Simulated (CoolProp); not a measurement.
Properties of carbon dioxide along the isobar 3.91 bar.

Computed with CoolProp (reference Helmholtz-energy equation of state, Span 1996).

| T (°C) | phase | Z | cv (kJ/(kg K)) | Joule-Thomson coefficient (K/MPa) | Prandtl number |
|---|---|---|---|---|---|
| -28.45 | gas | 0.9616 | 0.6217 | 18.49 | 0.811 |
| -8.65 | gas | 0.9705 | 0.6359 | 14.97 | (withheld) |
| 11.15 | gas | 0.9769 | 0.6525 | 12.38 | (withheld) |
| 30.95 | gas | 0.9816 | 0.6701 | 10.41 | 0.773 |
| 50.75 | gas | 0.9851 | (withheld) | 8.876 | 0.767 |
| 70.45 | gas | 0.9879 | 0.7054 | 7.667 | 0.762 |
| 90.25 | gas | 0.9900 | 0.7227 | 6.686 | 0.758 |
| 110.05 | gas | 0.9917 | 0.7394 | 5.881 | 0.754 |
| 129.85 | gas | 0.9931 | (withheld) | 5.212 | 0.751 |
| 149.65 | gas | 0.9942 | (withheld) | 4.650 | 0.749 |
| 169.45 | gas | 0.9952 | 0.7860 | 4.171 | 0.746 |
| 189.15 | gas | 0.9960 | 0.8004 | 3.763 | 0.744 |
| 208.95 | gas | 0.9966 | 0.8143 | 3.407 | 0.742 |
| 228.75 | gas | 0.9972 | 0.8277 | (withheld) | 0.740 |

Problem. What belongs in the gaps?

Solution. 
- -8.65, Prandtl number: 0.793
- 11.15, Prandtl number: 0.781
- 50.75, cv (kJ/(kg K)): 0.6879
- 129.85, cv (kJ/(kg K)): 0.7555
- 149.65, cv (kJ/(kg K)): 0.7710
- 228.75, Joule-Thomson coefficient (K/MPa): 3.097

Viscosity comes from a separate model (Laesecke 2017). Thermal conductivity comes from a separate model (Huber 2016).
